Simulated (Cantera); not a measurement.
## Ignition delay

Mixture: CO : H₂ : CH₄ : O₂ : N₂ = 1 : 0.6 : 0.67 : 1.53 : 5.75 (molar parts), equivalence ratio 1.4, at 1.00 bar, adiabatic and at constant volume. Ignition delay is the time to a rise of 400 K.

Computed with Cantera and GRI-Mech 3.0 (53 species, 325 reactions). Below about 1000 K GRI-Mech 3.0 lacks low-temperature oxidation paths.

```csv
T0 (K),delay (ms)
975,10.0
1025,5.37
1075,3.21
1125,2.01
1175,1.29
1225,0.853
1275,0.578
1325,0.402
1375,0.287
```

```
Property                                                Result
--------------------------------------------------  ----------
apparent activation energy between 1275 and 1375 K  100 kJ/mol
```
